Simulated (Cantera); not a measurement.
Feed: 1 mol SiHCl3, 140 mol H2, 0.41 mol HCl, at 0.133 bar.

Equilibrium computed with Cantera from the NASA thermochemical tables; the gas is ideal and each condensed phase is pure. Candidate condensed phases: Si; 19 gas species. The tables' values for SiCl3 are old estimates; treat these amounts as uncertain. Equilibrium is a limit: real reactors are often held back by kinetics, nucleation or transport.

x: gas mole fraction; n: condensed amount in mol.

```
T (K)   x H2    x HCl   x SiCl4  x SiHCl3  n Si(s)
-----  -----  -------  --------  --------  -------
873    0.991  0.00245   0.00320   0.00278      [?]
923    0.990  0.00406   0.00294   0.00255      [?]
973    0.989  0.00629   0.00256   0.00226      [?]
1023   0.986  0.00911   0.00206   0.00189      [?]
1073   0.984   0.0123   0.00148   0.00145      [?]
1123   0.982   0.0155  0.000913  0.000993      [?]
1173   0.980   0.0180  0.000470  0.000595      [?]
1223   0.979   0.0197  0.000206  0.000316    0.757
1273   0.978   0.0205   8.27e-5  0.000158    0.785
1323   0.978   0.0208   3.28e-5   7.80e-5    0.795
1373   0.978   0.0210   1.34e-5   3.94e-5    0.797
```

Q: What belongs in the gaps?

A: 
- 873, n Si(s): 0.118
- 923, n Si(s): 0.182
- 973, n Si(s): 0.268
- 1023, n Si(s): 0.375
- 1073, n Si(s): 0.494
- 1123, n Si(s): 0.609
- 1173, n Si(s): 0.700
